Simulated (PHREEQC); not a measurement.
Consider water at 74 °C with 0.0047 mol/kgw KHCO3 and 4e-05 mol/kgw Na2B4O7. Closed to the air; pH follows from the charge balance.

Computed with PHREEQC (ion-association model, wateq4f.dat).

```json
[
 {"quantity": "pH", "before": "8.21", "after": "8.37"},
 {"quantity": "ionic strength (mol/kgw)", "before": "0.00485", "after": "8.00e-5"}
]
```

Task: What was changed between the two runs?
A. KHCO3 left out
B. temperature from 74 to 65 °C
C. 0.0049 mol/kgw Na2SiF6 added
D. temperature from 74 to 75 °C
E. temperature from 74 to 20 °C

Result: A, KHCO3 left out

This is a speciation only: nothing precipitates in the calculation. At this temperature some constants are extrapolated from 25 °C, and those without enthalpy data are left unchanged.
